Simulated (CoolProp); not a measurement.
Saturation properties of n-octane.

Model: reference Helmholtz-energy equation of state, Beckmüller 2019, in CoolProp.

| T (K) | p (bar) | vapour density (kg/m³) | vapour viscosity (µPa s) |
|---|---|---|---|
| 343.9 | 0.1636 | 0.6637 | 6.56 |
| 351.9 | 0.2228 | 0.8870 | 6.70 |
| 359.9 | 0.2985 | 1.167 | 6.84 |
| 367.9 | 0.3938 | 1.514 | 6.98 |
| 376 | 0.5138 | 1.945 | 7.12 |
| 384 | 0.6593 | 2.461 | 7.27 |
| 392 | 0.8358 | 3.081 | 7.41 |
| 400 | 1.048 | 3.818 | 7.55 |

It boils at 398.8 K under 1 atm.

Viscosity comes from a separate model (Huber 2004).
